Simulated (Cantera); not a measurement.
An isothermal, constant-pressure homogeneous reactor starts with 57.5 % NH₃, 42.5 % H₂, at 1798 K and 1300 Pa.

Cantera simulation using the gas-phase N/H chemistry of the illustrative SiF4/NH3 mechanism in the Surface Chemkin manual (1991); the numbers are that mechanism's predictions, not measurements. Walls and surfaces, which speed up NH3 decomposition in real reactors, are not modelled.

Problem. Predict: x(NH₃) at 30.0 s; x(H₂) at 30.0 s; x(NH₂) at 30.0 s; x(N) at 30.0 s; x(N₂H₂) at 30.0 s.

Solution. x(NH₃) at 30.0 s: 0.0698 (gas-phase equilibrium 1.19e-7)
x(H₂) at 30.0 s: 0.769 (gas-phase equilibrium 0.815)
x(NH₂) at 30.0 s: 9.94e-5 (gas-phase equilibrium 1.09e-9)
x(N) at 30.0 s: 2.78e-7 (gas-phase equilibrium 1.32e-10)
x(N₂H₂) at 30.0 s: 1.80e-7 (gas-phase equilibrium <1e-12)
